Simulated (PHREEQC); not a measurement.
Consider water at 25 °C with 0.055 mol HF, 0.012 mol NaF, 2.6e-05 mol H4SiO4 and 4.6e-05 mol H3PO4 per kg of water. Closed to the air; pH follows from the charge balance.

Computed with PHREEQC (ion-association model, wateq4f.dat).

The ionic strength comes out as 0.0147 mol/kgw. What activity coefficients do F-, HF2-, H+, H2PO4-, SiF6-2 get?

F- 0.88, HF2- 0.88, H+ 0.90, H2PO4- 0.89, SiF6-2 0.62.

This is a speciation only: nothing precipitates in the calculation. wateq4f.dat counts part of the HF as a dimer, H2F2, which phreeqc.dat doesn't know; its constant is uncertain. H3PO4, which wateq4f.dat lacks, is added to it with the constant of phreeqc.dat. SiF6-2 is the database's only silicon fluoride.
